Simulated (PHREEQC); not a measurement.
Model water analysis in mg/L, 27 °C, pH 6.36, pe 9.9:

| constituent | mg/L |
|---|---|
| Na | 247 |
| K | 126 |
| Ca | 212 |
| Mg | 146 |
| Cl | 30.8 |
| S(6) as SO4 | 920 |
| Alkalinity as HCO3 | 956 |
| Sr | 2.11 |
| Zn | 1.01 |
| Cd | 95.6 |
| O(0) (dissolved oxygen) | 8.32 |
| Li | 0.0393 |

Valence states are taken as typed.

Computed with PHREEQC (ion-association model, phreeqc.dat).

```json
{
  "ionic_strength": "0.0454 mol/kgw",
  "specific_conductance": "2980 µS/cm",
  "charge_balance_error": "4.4 %"
}
```

| species | molality | activity | log γ |
|---|---|---|---|
| HCO3- | 0.0148 | 0.0123 | -0.079 |
| CO2 | 0.0117 | 0.0118 | 0.005 |
| Na+ | 0.0106 | 0.00875 | -0.081 |
| SO4-2 | 0.00654 | 0.00310 | -0.325 |
| Mg+2 | 0.00412 | 0.00204 | -0.306 |
| Ca+2 | 0.00389 | 0.00188 | -0.316 |
| K+ | 0.00316 | 0.00259 | -0.087 |
| MgSO4 | 0.00154 | 0.00156 | 0.005 |
| CaSO4 | 0.00104 | 0.00105 | 0.005 |
| Cl- | 0.000852 | 0.000699 | -0.086 |
| Cd+2 | 0.000500 | 0.000233 | -0.332 |

Precipitation was switched off in this run. Saturation is exceeded, for instance for Otavite; the values hold only as long as no solid forms. The database's cadmium carbonate complexes are estimates of doubtful size. The database's zinc carbonate complexes are estimates, stronger than later reviews accept.
